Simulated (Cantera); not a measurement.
Cantera run:

```python
import numpy as np
import cantera as ct

gas_names = """
    H HI HO2 H2 H2O H2O2 I I2 O OH O2 O3
""".split()
cond_names = """
    H2O(s) H2O(L) I2(cr) I2(L)
""".split()


def load(file, names, dense=False):
    # The tables refer to 1 bar. Condensed volumes are neglected.
    table = {s.name: s for s in ct.Species.list_from_file(file)}
    out = []
    for n in names:
        d = dict(table[n].input_data)
        d["thermo"] = dict(d["thermo"], **{"reference-pressure": 1e5})
        if dense:
            d["equation-of-state"] = {"model": "constant-volume", "density": "1e6 g/cm^3"}
        out.append(ct.Species.from_dict(d))
    return out


gas = ct.Solution(thermo="ideal-gas", species=load("nasa_gas.yaml", gas_names))
cond = {s.name: ct.Solution(thermo="fixed-stoichiometry", species=[s], name=s.name)
        for s in load("nasa_condensed.yaml", cond_names, dense=True)}
atoms = {
    'HI': {'H': 1, 'I': 1},
    'H2O': {'H': 2, 'O': 1},
    'H2': {'H': 2},
}
top_T = {}  # K; cautious upper limits of use, not melting points


def equilibrate(T, P, feed):
    n = {}
    for name, mol in feed.items():
        for a, k in atoms[name].items():
            n[a] = n.get(a, 0.0) + k * mol
    gas.TPX = T, P, n
    mass = sum(n.values()) * gas.mean_molecular_weight
    gas.equilibrate("TP")
    valid = [c for c in cond.values() if c.min_temp <= T <= top_T.get(c.name, c.max_temp)]
    mix = ct.Mixture([(gas, mass / gas.mean_molecular_weight)] + [(c, 0.0) for c in valid])
    mix.T, mix.P = T, P
    mix.equilibrate("TP", solver="vcs", rtol=1e-11, max_steps=5000)
    return mix


results = []
feed = {'HI': 1, 'H2O': 0.37, 'H2': 2.9}  # mol
P = 133.322  # Pa
for T in [725, 875, 1025, 1175, 1325, 1475, 1625, 1775, 1925, 2075]:
    mix = equilibrate(T, P, feed)
    results.append((T, P, feed, dict(zip(mix.species_names, mix.species_moles))))
    x = sorted(zip(gas.X, gas.species_names), reverse=True)
    print(f"T = {T:g} K  P = {P:g} Pa  gas = {mix.phase_moles(0):.4g} mol")
    print("   x: " + "  ".join(f"{s} {v:.3e}" for v, s in x if v > 1e-05))
    print("   condensed (mol): " + ("  ".join(f"{mix.phase(i).name} {mix.phase_moles(i):.4g}"
          for i in range(1, mix.n_phases) if mix.phase_moles(i) > 1e-12) or "none"))
```

Result:

```
T = 725 K  P = 133.322 Pa  gas = 4.274 mol
   x: H2 6.809e-01  HI 2.293e-01  H2O 8.657e-02  I 1.763e-03  I2 1.467e-03
   condensed (mol): none
T = 875 K  P = 133.322 Pa  gas = 4.307 mol
   x: H2 6.837e-01  HI 2.114e-01  H2O 8.591e-02  I 1.720e-02  I2 1.793e-03
   condensed (mol): none
T = 1025 K  P = 133.322 Pa  gas = 4.42 mol
   x: H2 6.913e-01  HI 1.560e-01  H2O 8.372e-02  I 6.773e-02  I2 1.264e-03
   condensed (mol): none
T = 1175 K  P = 133.322 Pa  gas = 4.57 mol
   x: H2 7.007e-01  I 1.313e-01  HI 8.658e-02  H2O 8.096e-02  I2 4.715e-04
   condensed (mol): none
T = 1325 K  P = 133.322 Pa  gas = 4.67 mol
   x: H2 7.067e-01  I 1.712e-01  H2O 7.923e-02  HI 4.269e-02  I2 1.335e-04  H 3.765e-05
   condensed (mol): none
T = 1475 K  P = 133.322 Pa  gas = 4.719 mol
   x: H2 7.094e-01  I 1.901e-01  H2O 7.840e-02  HI 2.175e-02  H 2.992e-04  I2 3.931e-05
   condensed (mol): none
T = 1625 K  P = 133.322 Pa  gas = 4.745 mol
   x: H2 7.097e-01  I 1.987e-01  H2O 7.796e-02  HI 1.201e-02  H 1.628e-03  I2 1.332e-05
   condensed (mol): none
T = 1775 K  P = 133.322 Pa  gas = 4.769 mol
   x: H2 7.061e-01  I 2.025e-01  H2O 7.754e-02  HI 7.169e-03  H 6.661e-03  OH 4.556e-05
   condensed (mol): none
T = 1925 K  P = 133.322 Pa  gas = 4.812 mol
   x: H2 6.935e-01  I 2.033e-01  H2O 7.668e-02  H 2.180e-02  HI 4.544e-03  OH 2.084e-04
   condensed (mol): none
T = 2075 K  P = 133.322 Pa  gas = 4.911 mol
   x: H2 6.617e-01  I 2.007e-01  H2O 7.453e-02  H 5.934e-02  HI 2.976e-03  OH 7.629e-04  O 4.907e-05
   condensed (mol): none
```

Cantera equilibrium calculation (NASA polynomials, part measured and part estimated; ideal gas, pure solids and liquids).
